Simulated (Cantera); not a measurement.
A closed system holds: 1 mol Si, 0.83 mol Cl2, 8 mol H2, held at 0.180 bar.

Cantera equilibrium calculation (NASA polynomials, part measured and part estimated; ideal gas, pure solids and liquids). Candidate condensed phases: Si; 19 gas species. Kinetics and transport are ignored.

Task: What share of the Si ends up in condensed phases as a function of T (K), at 1075, 1125, 1175, 1225, 1275, 1325, 1375, 1425, 1475, 1525, 1575?

Result: 
```csv
T (K),Si condensed (%),as
1075,59.3,Si(s)
1125,60.8,Si(s)
1175,62.2,Si(s)
1225,63.4,Si(s)
1275,64.2,Si(s)
1325,64.4,Si(s)
1375,64.3,Si(s)
1425,63.9,Si(s)
1475,63.4,Si(s)
1525,62.9,Si(s)
1575,62.5,Si(s)
```
